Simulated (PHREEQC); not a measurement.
A solution holds 0.0026 mol Pb(NO3)2 per kg of water, at 65 °C. Closed to the air; pH follows from the charge balance.

Model: ion-association model, wateq4f.dat, run in PHREEQC.

Precipitation was switched off in this run.

**Question.** Order these Pb species by the share of Pb that they hold, largest first: PbNO3+, Pb+2, PbOH+.

**Answer.** Pb+2 (95 %), PbNO3+ (4.8 %), PbOH+ (0.23 %)

The pH is 5.22 and the ionic strength 0.00754 mol/kgw. The solution is supersaturated, for example in Pb(OH)2, so a real one may precipitate; this is no full list. Complexes and solids missing from the database can't appear. Constants without temperature data keep their 25 °C values here.
